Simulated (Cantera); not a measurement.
An adiabatic, constant-pressure homogeneous reactor starts with H2 : O2 : N2 : H2O = 1 : 0.238 : 0.895 : 0.16 (molar parts), at 1148 K and 6600 Torr. Integrator tolerance rtol = 1e-08.

Cantera simulation using the H2/O2 subset of GRI-Mech 3.0, which has no nitrogen chemistry; the numbers are that mechanism's predictions, not measurements. The hydrogen kinetics of GRI-Mech 3.0 are dated; newer H2 mechanisms differ, most at raised pressure.

Problem. What does this change do: pressure from 6600 Torr to 173 Torr?

Solution. 
| quantity | before | after |
|---|---|---|
| time of steepest temperature rise | 0.379 ms | 0.315 ms |
| temperature at 8.00 s | 2561 K | 2449 K |
| equilibrium temperature | 2561 K | 2449 K |
| x(H2) at 8.00 s | 0.252 (gas-phase equilibrium 0.252) | 0.244 (gas-phase equilibrium 0.244) |
| x(O2) at 8.00 s | 1.08e-5 (gas-phase equilibrium 1.08e-5) | 0.000141 (gas-phase equilibrium 0.000141) |
| x(H2O) at 8.00 s | 0.307 (gas-phase equilibrium 0.307) | 0.300 (gas-phase equilibrium 0.300) |
| x(H2O2) at 8.00 s | 2.39e-8 (gas-phase equilibrium 2.39e-8) | 1.08e-8 (gas-phase equilibrium 1.08e-8) |
| x(H) at 8.00 s | 0.00557 (gas-phase equilibrium 0.00557) | 0.0207 (gas-phase equilibrium 0.0207) |
| x(OH) at 8.00 s | 0.00150 (gas-phase equilibrium 0.00150) | 0.00496 (gas-phase equilibrium 0.00496) |

Problem. What does this change do: H2 1 to 2.1 parts?

Solution. 
```
quantity                                                            before                                      after
---------------------------------  ---------------------------------------  -----------------------------------------
time of steepest temperature rise                                 0.379 ms                                   0.292 ms
temperature at 8.00 s                                               2561 K                                     2164 K
equilibrium temperature                                             2561 K                                     2164 K
x(H2) at 8.00 s                        0.252 (gas-phase equilibrium 0.252)        0.514 (gas-phase equilibrium 0.514)
x(O2) at 8.00 s                    1.08e-5 (gas-phase equilibrium 1.08e-5)    1.45e-8 (gas-phase equilibrium 1.45e-8)
x(H2O) at 8.00 s                       0.307 (gas-phase equilibrium 0.307)        0.201 (gas-phase equilibrium 0.201)
x(H2O2) at 8.00 s                  2.39e-8 (gas-phase equilibrium 2.39e-8)  2.21e-10 (gas-phase equilibrium 2.21e-10)
x(H) at 8.00 s                     0.00557 (gas-phase equilibrium 0.00557)    0.00111 (gas-phase equilibrium 0.00111)
x(OH) at 8.00 s                    0.00150 (gas-phase equilibrium 0.00150)    5.74e-5 (gas-phase equilibrium 5.74e-5)
```

Problem. What does this change do: initial temperature 1148 to 1623 K?

Solution. 
```csv
quantity,before,after
time of steepest temperature rise,0.379 ms,1.34 µs
temperature at 8.00 s,2561 K,2879 K
equilibrium temperature,2561 K,2879 K
x(H2) at 8.00 s,0.252 (gas-phase equilibrium 0.252),0.247 (gas-phase equilibrium 0.247)
x(O2) at 8.00 s,1.08e-5 (gas-phase equilibrium 1.08e-5),0.000145 (gas-phase equilibrium 0.000145)
x(H2O) at 8.00 s,0.307 (gas-phase equilibrium 0.307),0.298 (gas-phase equilibrium 0.298)
x(H2O2) at 8.00 s,2.39e-8 (gas-phase equilibrium 2.39e-8),1.53e-7 (gas-phase equilibrium 1.53e-7)
x(H) at 8.00 s,0.00557 (gas-phase equilibrium 0.00557),0.0181 (gas-phase equilibrium 0.0181)
x(OH) at 8.00 s,0.00150 (gas-phase equilibrium 0.00150),0.00658 (gas-phase equilibrium 0.00658)
```
